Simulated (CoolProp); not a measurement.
Aqueous potassium formate as a coolant, at 1 °C, 1 atm.

The numbers come from the Melinder's fits for secondary coolants in CoolProp.

| mass % | freezing point (°C) | cp (kJ/(kg K)) | Prandtl number | viscosity (mPa s) | conductivity (W/(m K)) |
|---|---|---|---|---|---|
| 3.3 | -1.4 | 4.075 | 13.3 | 1.82 | 0.559 |
| 8.7 | -4.2 | 3.857 | 13.3 | 1.91 | 0.552 |
| 14.1 | -7.4 | 3.650 | 13.5 | 2.01 | 0.544 |
| 19.5 | -11.2 | 3.452 | 14.0 | 2.17 | 0.536 |
| 25 | -15.9 | 3.265 | 14.7 | 2.38 | 0.527 |
| 30.4 | -21.6 | 3.098 | 15.7 | 2.61 | 0.517 |
| 35.8 | -28.6 | 2.949 | 16.7 | 2.87 | 0.505 |
| 41.3 | -37.2 | 2.813 | 18.4 | 3.22 | 0.491 |
| 46.7 | -47.3 | 2.688 | 22.3 | 3.95 | 0.477 |
